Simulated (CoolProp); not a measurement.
R13 at 293.15 K and 4.81 MPa flows at 1.5 m/s in a round tube of 25 mm bore and 0.25 µm roughness, fully developed (64/Re and Nu = 3.66 if laminar; Colebrook and Gnielinski if turbulent). Each further row changes one setting.

Model: reference Helmholtz-energy equation of state, Platzer 1990, in CoolProp. This equation is an older, rougher fit; its heat capacities, sound speeds and derivatives of the liquid may be far off and weren't checked against measurements.

| case | Reynolds number | Darcy friction factor | pressure drop (Pa/m) | heat-transfer coefficient (W/(m² K)) | mass flow (kg/h) |
|---|---|---|---|---|---|
| as stated | 487000 | 0.0134 | 611 | 2550 | 2690 |
| velocity 3 m/s | 975000 | 0.0119 | 2180 | 4630 | 5390 |
| diameter 50 mm | 975000 | 0.0118 | 270 | 2300 | 10800 |

Viscosity comes from a separate model (Huber 2003), an estimate that may be off by 10 % or more. Thermal conductivity comes from a separate model (Huber 2003), an estimate that may be off by 10 % or more.
